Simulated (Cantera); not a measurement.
Charge: 1 mol Si, 0.067 mol H2O, 150 mol H2, 0.015 mol O2, at 1825 K.

Cantera equilibrium calculation (NASA polynomials, part measured and part estimated; ideal gas, pure solids and liquids). Candidate condensed phases: H2O, Si, SiO2; 18 gas species. Gases not in the tables: Si2H6 and higher silanes. The numbers say what is thermodynamically allowed, not how fast it happens.

x: gas mole fraction; n: condensed amount in mol.

```csv
P (Pa),x H2,x H,x Si,x SiO,x SiH,n Si(l)
10,0.951,0.0429,0.00578,0.000628,5.98e-5,0
82,0.978,0.0152,0.00555,0.000637,0.000167,0.0134
670,0.993,0.00536,0.000679,0.000644,5.88e-5,0.785
5500,0.997,?,?,0.000645,?,0.882
45000,0.999,0.000656,1.01e-5,0.000645,7.20e-6,0.895
370000,0.999,?,?,0.000643,?,0.897
3000000,0.999,8.04e-5,1.52e-7,0.000625,8.82e-7,0.896
```

Fill in the missing entries.


- 5500, x H: 0.00188
- 5500, x Si: 8.27e-5
- 5500, x SiH: 2.06e-5
- 370000, x H: 0.000229
- 370000, x Si: 1.23e-6
- 370000, x SiH: 2.51e-6
